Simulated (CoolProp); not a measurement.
Chlorine at 298.15 K and 0.342 MPa is compressed adiabatically to 1.07 MPa with isentropic efficiency 0.75. Each further row changes one setting.

The numbers come from the reference Helmholtz-energy equation of state, Thol 2021 in CoolProp.

| case | work (kJ/kg) | final temperature (K) | final density (kg/m³) |
|---|---|---|---|
| as stated | [?] | [?] | 22.7 |
| efficiency 1 | [?] | 394.4 | [?] |
| efficiency 0.65 | [?] | [?] | [?] |

Q: Fill in the missing entries.

A: 
- as stated, work (kJ/kg): 58.3
- as stated, final temperature (K): 421.1
- efficiency 1, work (kJ/kg): 43.8
- efficiency 1, final density (kg/m³): 24.5
- efficiency 0.65, work (kJ/kg): 67.3
- efficiency 0.65, final temperature (K): 437.8
- efficiency 0.65, final density (kg/m³): 21.7
